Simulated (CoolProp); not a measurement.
500 sccm (0 °C, 1 atm) of nitrogen bubbles through liquid ethylbenzene at 305.9 K and leaves saturated at a total pressure of 0.0146 MPa (ideal gas phase). Each further row changes one setting.

Computed with CoolProp (reference Helmholtz-energy equation of state, Zhou 2012).

```csv
case,vapour pressure (kPa),mole fraction of vapour,delivery (mg/min),delivery (sccm),change of delivery for a bath 1 K warmer (%)
as stated,1.97,0.135,369,77.8,6.4
bath temperature 310.9 K,2.56,0.175,504,106,6.5
total pressure 0.0292 MPa,1.97,0.0674,171,36.1,5.9
```
